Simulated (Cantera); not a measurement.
Input (Python, Cantera):

```python
import numpy as np
import cantera as ct

gas = ct.Solution("gri30.yaml")


def delay(T, t_max=10):
    gas.TPX = T, 3800000, {'C3H8': 1, 'O2': 8.77, 'N2': 33}
    reactor = ct.IdealGasReactor(gas, clone=False)
    net = ct.ReactorNet([reactor])
    net.rtol, net.atol = 1e-8, 1e-16
    while net.time < t_max:
        t_old, T_old = net.time, reactor.T
        net.step()
        if reactor.T > T + 400:  # ignition: a rise of 400 K
            return t_old + (T + 400 - T_old) / (reactor.T - T_old) * (net.time - t_old)
    return np.nan


taus = []
for T in [1175, 1275, 1375, 1475, 1575, 1675]:
    taus.append(delay(T))
    print(f"T0 = {T:6g} K   tau = {taus[-1]:.4e} s")
```

It prints:

```
T0 =   1175 K   tau = 7.5741e-04 s
T0 =   1275 K   tau = 1.6200e-04 s
T0 =   1375 K   tau = 3.9696e-05 s
T0 =   1475 K   tau = 1.1661e-05 s
T0 =   1575 K   tau = 4.2015e-06 s
T0 =   1675 K   tau = 1.8336e-06 s
```

Cantera simulation using GRI-Mech 3.0 (53 species, 325 reactions); the numbers are that mechanism's predictions, not measurements. GRI-Mech 3.0 was tuned for natural gas; its chemistry of propane as a main component is partial and can be far from experiment. The pressure lies above the range GRI-Mech 3.0 was tuned for (to about 10 atm).
